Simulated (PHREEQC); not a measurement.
A solution holds 7.35 mmol/kgw Na2SiO3 and 87 mmol/kgw K2HPO4, at 25 °C. Closed to the air; pH follows from the charge balance.

Equilibrium calculation in PHREEQC: ion-association model, phreeqc.dat.

* **pH**: 10.52
* **ionic strength**: 0.278 mol/kgw
* **density**: 1.011 g/cm³
* **total alkalinity**: 102 meq/kg

| species | molality | activity | log γ |
|---|---|---|---|
| K+ | 0.168 | 0.115 | -0.163 |
| HPO4-2 | 0.0728 | 0.0193 | -0.577 |
| Na+ | 0.0142 | 0.0104 | -0.135 |
| PO4-3 | 0.00770 | 0.000286 | -1.430 |
| H3SiO4- | 0.00645 | 0.00447 | -0.159 |
| KHPO4- | 0.00598 | 0.00434 | -0.139 |
| H4SiO4 | 0.000865 | 0.000922 | 0.028 |
| NaHPO4- | 0.000538 | 0.000391 | -0.139 |
| OH- | 0.000488 | 0.000332 | -0.167 |
| H2SiO4-2 | 3.60e-5 | 1.00e-5 | -0.556 |
| H2PO4- | 1.30e-5 | 9.44e-6 | -0.139 |

No solid was allowed to form. Examples of supersaturated solids here: Quartz (slow to form), Chalcedony (slow to form). Others may be too.
